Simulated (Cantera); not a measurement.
A Cantera script and what it prints.

```python
import numpy as np
import cantera as ct

gas_names = """
    H H2 N NH NH2 NH3 N2 N2H2 N2H4 Si SiH SiH2 SiH3 SiH4 SiN Si2 Si2N Si3
""".split()
cond_names = """
    Si(cr) Si(L) Si3N4(a)
""".split()


# ... load() reads the species with a 1 bar reference pressure and builds the phases ...
atoms = {
    'SiH4': {'Si': 1, 'H': 4},
    'NH3': {'N': 1, 'H': 3},
    'H2': {'H': 2},
    'N2': {'N': 2},
}
top_T = {'Si3N4(a)': 2400}  # K; cautious upper limits of use, not melting points


# ... equilibrate(T, P, feed) seeds the gas with the atoms and calls Mixture.equilibrate('TP', solver="vcs", rtol=1e-11, max_steps=5000) ...
results = []
feed = {'SiH4': 1, 'NH3': 43, 'H2': 77, 'N2': 5}  # mol
T = 1648.15  # K
P = 10000  # Pa
mix = equilibrate(T, P, feed)
results.append((T, P, feed, dict(zip(mix.species_names, mix.species_moles))))
print(gas.report(threshold=1e-05))
for i in range(1, mix.n_phases):
    print(f"{mix.phase(i).name:16s} {mix.phase_moles(i):12.5e} mol")
```

Result:

```
       temperature   1648.2 K
          pressure   10000 Pa
           density   0.004365 kg/m^3
  mean mol. weight   5.9815 kg/kmol
   phase of matter   gas

                          1 kg             1 kmol
                     ---------------   ---------------
          enthalpy        6.9527e+06        4.1588e+07  J
   internal energy        4.6617e+06        2.7884e+07  J
           entropy             35829        2.1431e+05  J/K
    Gibbs function         -5.21e+07       -3.1163e+08  J
 heat capacity c_p            5563.9             33281  J/K
 heat capacity c_v            4173.9             24966  J/K

                      mass frac. Y      mole frac. X     chem. pot. / RT
                     ---------------   ---------------   ---------------
                 H        4.3745e-05        0.00025959           -10.675
                H2           0.28554            0.8472            -21.35
                N2           0.71441           0.15254            -30.49
     [  +15 minor]        1.0772e-05        2.6932e-06

Si(cr)            0.00000e+00 mol
Si3N4(a)          3.33252e-01 mol
```

Cantera equilibrium calculation (NASA polynomials, part measured and part estimated; ideal gas, pure solids and liquids).
